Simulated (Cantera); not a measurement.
An isothermal, constant-pressure homogeneous reactor starts with CH4 : CO2 = 1 : 2.3 (molar parts), at 1525 K and 0.987 atm. Integrator tolerance rtol = 1e-08.

Cantera simulation using GRI-Mech 3.0 (53 species, 325 reactions); the numbers are that mechanism's predictions, not measurements.

### Question
What does this change do: temperature 1525 to 2025 K?

### Answer
```json
[
 {"quantity": "x(CH4) at 5.00 s", "before": "0.0188 (gas-phase equilibrium 1.68e-7)", "after": "1.28e-9 (gas-phase equilibrium 1.42e-9)"},
 {"quantity": "x(CO2) at 5.00 s", "before": "0.188 (gas-phase equilibrium 0.109)", "after": "0.0850 (gas-phase equilibrium 0.0850)"},
 {"quantity": "x(H2) at 5.00 s", "before": "0.155 (gas-phase equilibrium 0.241)", "after": "0.217 (gas-phase equilibrium 0.217)"},
 {"quantity": "x(CH2CO) at 5.00 s", "before": "1.98e-5 (gas-phase equilibrium 8.21e-12)", "after": "1.35e-12 (gas-phase equilibrium 1.49e-12)"},
 {"quantity": "x(C2H4) at 5.00 s", "before": "0.00139 (gas-phase equilibrium <1e-12)", "after": "<1e-12 (gas-phase equilibrium <1e-12)"},
 {"quantity": "x(H2O) at 5.00 s", "before": "0.188 (gas-phase equilibrium 0.137)", "after": "0.160 (gas-phase equilibrium 0.160)"}
]
```

### Question
What does this change do: temperature 1525 to 1250 K?

### Answer
```csv
quantity,before,after
x(CH4) at 5.00 s,0.0188 (gas-phase equilibrium 1.68e-7),0.299 (gas-phase equilibrium 1.31e-5)
x(CO2) at 5.00 s,0.188 (gas-phase equilibrium 0.109),0.695 (gas-phase equilibrium 0.133)
x(H2) at 5.00 s,0.155 (gas-phase equilibrium 0.241),0.00357 (gas-phase equilibrium 0.265)
x(CH2CO) at 5.00 s,1.98e-5 (gas-phase equilibrium 8.21e-12),2.88e-9 (gas-phase equilibrium 4.11e-11)
x(C2H4) at 5.00 s,0.00139 (gas-phase equilibrium <1e-12),0.000877 (gas-phase equilibrium 2.95e-11)
x(H2O) at 5.00 s,0.188 (gas-phase equilibrium 0.137),0.000268 (gas-phase equilibrium 0.112)
```

### Question
What does this change do: temperature 1525 to 1725 K?

### Answer
```
quantity                                              before                                     after
------------------  ----------------------------------------  ----------------------------------------
x(CH4) at 5.00 s      0.0188 (gas-phase equilibrium 1.68e-7)   7.76e-6 (gas-phase equilibrium 1.75e-8)
x(CO2) at 5.00 s         0.188 (gas-phase equilibrium 0.109)     0.0969 (gas-phase equilibrium 0.0969)
x(H2) at 5.00 s          0.155 (gas-phase equilibrium 0.241)       0.229 (gas-phase equilibrium 0.229)
x(CH2CO) at 5.00 s  1.98e-5 (gas-phase equilibrium 8.21e-12)  1.57e-9 (gas-phase equilibrium 3.62e-12)
x(C2H4) at 5.00 s     0.00139 (gas-phase equilibrium <1e-12)   5.30e-10 (gas-phase equilibrium <1e-12)
x(H2O) at 5.00 s         0.188 (gas-phase equilibrium 0.137)       0.148 (gas-phase equilibrium 0.148)
```
